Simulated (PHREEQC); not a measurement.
A solution holds 0.12 mol/kgw HF, 0.0092 mol/kgw NH4F and 0.00023 mol/kgw H4SiO4, at 14 °C. Closed to the air; pH follows from the charge balance.

Computed with PHREEQC (ion-association model, phreeqc.dat).

| quantity | before | after |
|---|---|---|
| pH | 2.11 | 3.01 |
| ionic strength (mol/kgw) | 0.0181 | 0.131 |
| HF (mol/kgw) | 0.106 | 0.0877 |
| F- (mol/kgw) | 0.0127 | 0.0997 |
| HF2- (mol/kgw) | 0.00467 | 0.0302 |
| NH3 (mol/kgw) | 2.62e-10 | 2.35e-8 |

Task: What was changed between the two runs?
A. 0.01 mol/kgw NH3 added
B. HF replaced by NH4HF2 at the same molality
C. H4SiO4 left out
D. diluted 2-fold with water
E. NH4F replaced by NH3 at the same molality

Result: B, HF replaced by NH4HF2 at the same molality

No solid was allowed to form. At this temperature some constants are extrapolated from 25 °C, and those without enthalpy data are left unchanged. SiF6-2 is the database's only silicon fluoride.
